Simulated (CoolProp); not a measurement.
Model: reference Helmholtz-energy equation of state, Lemmon 2006, in CoolProp. It is a short technical equation, of lower accuracy than the large ones.

**Question.** Give the vapour pressure (MPa), liquid cp (kJ/(kg K)), surface tension (mN/m), liquid viscosity (µPa s) of saturated C3F8 (R218) at -105.25, -50.25, -36.55 °C.

**Answer.** 
| T (°C) | p (MPa) | liquid cp (kJ/(kg K)) | surface tension (mN/m) | liquid viscosity (µPa s) |
|---|---|---|---|---|
| -105.25 | 0.000943 | 0.846 | 19.1 | 1910 |
| -50.25 | 0.0528 | 0.946 | 12.1 | 549 |
| -36.55 | 0.102 | 0.976 | 10.5 | 434 |

Viscosity comes from a separate model (Huber 2003), an estimate that may be off by 10 % or more. Surface tension comes from a separate correlation (Mulero 2012).
